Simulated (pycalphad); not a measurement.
CALPHAD calculation (pycalphad, COST 507 light-alloy database (1999)), 1 atm. The database dates from 1999; later assessments differ in places, in temperatures and in the compounds included. Kinetics are ignored, which matters at the lower temperatures.

Task: How does the equilibrium phase assembly of Fe-70.8Si (at.%) change on cooling from 1977 °C to 257 °C?

Result: 
```
T (°C)            phases above            phases below
------  ----------------------  ----------------------
1208.4                  liquid        FESI2_H + liquid
1205.2        FESI2_H + liquid  diamond (Si) + FESI2_H
959.8   diamond (Si) + FESI2_H  diamond (Si) + FESI2_L
```
Changes were sought between steps of 40 K, so a narrower field can be missed.

Database names, with the compositions (at.%) that they take in these runs: FESI2_H: Si 70 Fe 30; FESI2_L: Si 67 Fe 33.
